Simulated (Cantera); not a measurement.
A perfectly stirred reactor is fed with CH₄ : C₂H₆ : C₃H₈ : O₂ : N₂ = 1 : 0.075 : 0.15 : 1.67 : 6.29 (molar parts), equivalence ratio 1.8, at 0.460 bar; it is adiabatic with a 300 K inlet, and is followed from long to short residence time, starting on the burning branch (τ in s: 0.11, 0.05, 0.023, 0.01, 0.0047, 0.0021, 0.00097, 0.00044, 0.0002, 9.2e-05, 4.2e-05, 1.9e-05, 8.6e-06).

Cantera simulation using GRI-Mech 3.0 (53 species, 325 reactions); the numbers are that mechanism's predictions, not measurements. GRI-Mech 3.0 was tuned for natural gas; its chemistry of propane as a main component is partial and can be far from experiment.

### Question
What does this change do: 0.35 parts H2 added?

### Answer
```json
[
 {"quantity": "blow-out, bracketed by the residence times tried", "before": "burning at 4.70 ms, out at 2.10 ms", "after": "burning at 4.70 ms, out at 2.10 ms"},
 {"quantity": "x(CH₄) at τ = 0.110 s", "before": "0.00638", "after": "0.00833"},
 {"quantity": "x(C₂H₆) at τ = 0.110 s", "before": "1.44e-5", "after": "2.03e-5"},
 {"quantity": "x(C₃H₈) at τ = 0.110 s", "before": "1.86e-6", "after": "2.23e-6"},
 {"quantity": "x(NO) at τ = 0.110 s", "before": "3.64e-6", "after": "1.58e-6"},
 {"quantity": "x(O) at τ = 0.110 s", "before": "5.93e-7", "after": "4.93e-7"},
 {"quantity": "x(CH₄) at τ = 0.970 ms", "before": "0.109", "after": "0.105"},
 {"quantity": "x(C₂H₆) at τ = 0.970 ms", "before": "0.00817", "after": "0.00787"},
 {"quantity": "x(C₃H₈) at τ = 0.970 ms", "before": "0.0163", "after": "0.0157"},
 {"quantity": "x(NO) at τ = 0.970 ms", "before": "<1e-12", "after": "<1e-12"},
 {"quantity": "x(O) at τ = 0.970 ms", "before": "<1e-12", "after": "<1e-12"}
]
```

### Question
What does this change do: O2 1.67 to 1 parts?

### Answer
```tsv
quantity	before	after
blow-out, bracketed by the residence times tried	burning at 4.70 ms, out at 2.10 ms	not reached
x(CH₄) at τ = 0.110 s	0.00638	0.117
x(C₂H₆) at τ = 0.110 s	1.44e-5	0.00881
x(C₃H₈) at τ = 0.110 s	1.86e-6	0.0176
x(NO) at τ = 0.110 s	3.64e-6	<1e-12
x(O) at τ = 0.110 s	5.93e-7	<1e-12
x(CH₄) at τ = 0.970 ms	0.109	0.117
x(C₂H₆) at τ = 0.970 ms	0.00817	0.00881
x(C₃H₈) at τ = 0.970 ms	0.0163	0.0176
x(NO) at τ = 0.970 ms	<1e-12	<1e-12
x(O) at τ = 0.970 ms	<1e-12	<1e-12
state	not reached	not burning at any residence time tried
```
